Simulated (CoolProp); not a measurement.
Vapour-liquid equilibrium of propane (1) + toluene (2) at 324 K; x and y are mole fractions of (1).

Computed with CoolProp (multi-fluid Helmholtz-energy mixture model, Lemmon 2009 and Lemmon 2006; pair parameters Bell 2016).

Give the bubble pressure and the first vapour's composition at x = 0.35, 0.8, 0.95. Is there an azeotrope?

x = 0.35: 0.7925 MPa, y = 0.984; x = 0.8: 1.390 MPa, y = 0.994; x = 0.95: 1.633 MPa, y = 0.998. No azeotrope shows between x = 0.05 and 0.95.

The pair parameters rest on a limited set of measurements; away from them the model extrapolates. The gap from Raoult's law changes sign with composition, which may be real or a fault of the pair parameters; it wasn't checked against measurements.
